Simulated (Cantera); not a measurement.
An adiabatic, constant-volume homogeneous reactor starts with 15.9 % CH4, 17.6 % O2, 66.5 % N2, equivalence ratio 1.8, at 1325 K and 1.50 bar.

Computed with Cantera and GRI-Mech 3.0 (53 species, 325 reactions).

x: mole fraction; the columns are a selection and need not sum to one.

```json
[
 {"t (s)": "2.00e-6", "T (K)": "1325", "P (bar)": "1.50", "x CH4": "0.159", "x O2": "0.176", "x H2O": "9.04e-10", "x CH3": "[?]", "x N2O": "<1e-12", "x C2H": "<1e-12", "x H": "3.53e-10"},
 {"t (s)": "8.73e-6", "T (K)": "1325", "P (bar)": "1.50", "x CH4": "0.159", "x O2": "0.176", "x H2O": "7.69e-9", "x CH3": "[?]", "x N2O": "<1e-12", "x C2H": "<1e-12", "x H": "3.95e-10"},
 {"t (s)": "3.81e-5", "T (K)": "1325", "P (bar)": "1.50", "x CH4": "0.159", "x O2": "0.176", "x H2O": "1.18e-7", "x CH3": "[?]", "x N2O": "<1e-12", "x C2H": "<1e-12", "x H": "6.20e-10"},
 {"t (s)": "0.000166", "T (K)": "1325", "P (bar)": "1.50", "x CH4": "0.159", "x O2": "0.176", "x H2O": "3.22e-6", "x CH3": "[?]", "x N2O": "1.20e-11", "x C2H": "<1e-12", "x H": "2.71e-9"},
 {"t (s)": "0.000725", "T (K)": "1325", "P (bar)": "1.50", "x CH4": "0.159", "x O2": "0.176", "x H2O": "7.00e-5", "x CH3": "[?]", "x N2O": "9.09e-11", "x C2H": "<1e-12", "x H": "1.34e-8"},
 {"t (s)": "0.00316", "T (K)": "1331", "P (bar)": "1.51", "x CH4": "0.158", "x O2": "0.176", "x H2O": "0.000865", "x CH3": "[?]", "x N2O": "8.59e-10", "x C2H": "<1e-12", "x H": "5.74e-8"},
 {"t (s)": "0.0138", "T (K)": "2755", "P (bar)": "3.59", "x CH4": "2.54e-11", "x O2": "0.000125", "x H2O": "0.143", "x CH3": "4.48e-11", "x N2O": "6.56e-8", "x C2H": "<1e-12", "x H": "0.0131"},
 {"t (s)": "0.0602", "T (K)": "2755", "P (bar)": "3.59", "x CH4": "2.54e-11", "x O2": "0.000125", "x H2O": "0.143", "x CH3": "4.48e-11", "x N2O": "6.56e-8", "x C2H": "<1e-12", "x H": "0.0131"},
 {"t (s)": "0.263", "T (K)": "2755", "P (bar)": "3.59", "x CH4": "2.54e-11", "x O2": "0.000125", "x H2O": "0.143", "x CH3": "4.48e-11", "x N2O": "6.56e-8", "x C2H": "<1e-12", "x H": "0.0131"},
 {"t (s)": "1.15", "T (K)": "2755", "P (bar)": "3.59", "x CH4": "2.54e-11", "x O2": "0.000125", "x H2O": "0.143", "x CH3": "4.48e-11", "x N2O": "6.56e-8", "x C2H": "<1e-12", "x H": "0.0131"},
 {"t (s)": "5.00", "T (K)": "2755", "P (bar)": "3.59", "x CH4": "2.54e-11", "x O2": "0.000125", "x H2O": "0.143", "x CH3": "4.48e-11", "x N2O": "6.56e-8", "x C2H": "<1e-12", "x H": "0.0131"}
]
```

Q: Fill in the missing entries.

A: 
- 2.00e-6, x CH3: 3.80e-8
- 8.73e-6, x CH3: 1.72e-7
- 3.81e-5, x CH3: 8.55e-7
- 0.000166, x CH3: 6.10e-6
- 0.000725, x CH3: 3.01e-5
- 0.00316, x CH3: 5.36e-5
